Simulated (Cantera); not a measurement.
What does this Cantera script print?

```python
import numpy as np
import cantera as ct

gas = ct.Solution("gri30.yaml")
gas.TPX = 350, 100000, {'CH4': 1, 'O2': 1.67, 'N2': 6.17}
flame = ct.FreeFlame(gas, width=0.04)
flame.set_refine_criteria(ratio=3, slope=0.08, curve=0.16)
flame.transport_model = "mixture-averaged"
flame.solve(loglevel=0, auto=True)
z, T = flame.grid, flame.T
thick = (T[-1] - T[0]) / np.gradient(T, z).max()
show = ['CH4', 'O2', 'N2O', 'NO2', 'CH2O', 'OH']
print(f"laminar burning velocity  {flame.velocity[0] * 100:.3f} cm/s")
print(f"burnt temperature         {T[-1]:.1f} K")
print(f"thermal thickness         {thick * 1e3:.4f} mm")
print(f"grid points               {len(z)}")
z0 = z[flame.heat_release_rate.argmax()]
print(f"{'z/mm':>9s}{'T/K':>9s}{'u/(m/s)':>9s}" + "".join(f"{s:>11s}" for s in show))
rows = []
for k in (-3, -2, -1.5, -1, -0.5, -0.25, 0, 0.25, 0.5, 1, 2, 4, 8):
    zz = z0 + k * thick
    rows.append([k * thick, np.interp(zz, z, T), np.interp(zz, z, flame.velocity),
                 *(np.interp(zz, z, flame.X[gas.species_index(s)]) for s in show)])
    print(f"{rows[-1][0] * 1e3:9.3f}{rows[-1][1]:9.1f}{rows[-1][2]:9.3f}" + "".join(f"{x:11.3e}" for x in rows[-1][3:]))
```

Output:

```
laminar burning velocity  46.045 cm/s
burnt temperature         2185.7 K
thermal thickness         0.4257 mm
grid points               154
     z/mm      T/K  u/(m/s)        CH4         O2        N2O        NO2       CH2O         OH
   -1.277    350.1    0.461  1.130e-01  1.887e-01  8.682e-14  1.309e-10  2.037e-08  1.060e-12
   -0.851    352.1    0.465  1.125e-01  1.881e-01  3.137e-12  3.813e-09  7.145e-07  4.349e-10
   -0.639    362.2    0.480  1.114e-01  1.869e-01  2.900e-11  2.944e-08  6.356e-06  1.003e-08
   -0.426    458.6    0.614  1.046e-01  1.798e-01  5.803e-10  3.318e-07  1.088e-04  4.489e-07
   -0.213    981.9    1.341  7.009e-02  1.365e-01  8.042e-09  2.990e-07  8.798e-04  2.280e-05
   -0.106   1425.8    1.969  3.736e-02  9.069e-02  1.897e-08  6.517e-08  1.048e-03  2.181e-04
    0.000   1805.7    2.515  8.942e-03  4.222e-02  3.206e-08  1.042e-08  5.597e-04  1.540e-03
    0.106   1963.4    2.734  7.438e-04  1.569e-02  3.831e-08  2.664e-09  1.073e-04  4.155e-03
    0.213   2003.0    2.779  3.428e-05  7.072e-03  3.859e-08  2.439e-09  7.255e-06  5.511e-03
    0.426   2034.5    2.810  7.325e-08  3.641e-03  3.432e-08  2.494e-09  1.955e-08  5.659e-03
    0.851   2070.5    2.852  1.498e-11  2.499e-03  2.998e-08  2.458e-09  5.007e-10  5.057e-03
    1.703   2110.7    2.901  1.422e-14  1.549e-03  2.548e-08  2.387e-09  4.865e-10  4.104e-03
    3.406   2146.1    2.943  1.551e-14  7.730e-04  2.015e-08  2.258e-09  4.828e-10  2.963e-03
```

Model: GRI-Mech 3.0 (53 species, 325 reactions), integrated in Cantera. Burning velocities carry a grid error of a few per cent, more on coarse grids.
